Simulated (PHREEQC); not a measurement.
Sulfide liquor: speciation

A solution holds 0.00029 mol/kgw H2S, 0.0002 mol/kgw NaOH and 0.016 mol/kgw FeCl2, at 25 °C. Closed to the air; pH follows from the charge balance.

The numbers come from PHREEQC with the ion-association model, wateq4f.dat.

Each row changes one thing in this solution. No solid was allowed to form.

```
case                                pH  ionic strength (mol/kgw)  FeCl+ (mol/kgw)  Fe(HS)2 (mol/kgw)  H2S (mol/kgw)  HS- (mol/kgw)  SI of FeS(ppt) (FeS)  SI of Halite (NaCl)
--------------------------------  ----  ------------------------  ---------------  -----------------  -------------  -------------  --------------------  -------------------
as made                           5.58                    0.0473         0.000328            9.86e-5        8.80e-5        4.70e-6                 +1.96                -6.95
0.002 mol/kgw H4SiO4 added        5.58                    0.0473         0.000328            9.85e-5        8.81e-5        4.70e-6                 +1.96                -6.95
diluted 5-fold with water         6.17                   0.00955          1.89e-5            1.81e-5        1.84e-5        3.41e-6                 +1.90                -8.26
diluted 2-fold with water         5.83                    0.0238          9.81e-5            4.82e-5        4.45e-5        4.05e-6                 +1.94                -7.51
FeCl2 from 0.016 to 0.16 mol/kgw  5.23                     0.450           0.0149           0.000101        8.52e-5        2.86e-6                 +1.98                -6.13
```

Some of these states are supersaturated (in Mackinawite, FeS(ppt), for instance). The polysulfide entries of wateq4f.dat were taken out for this run.
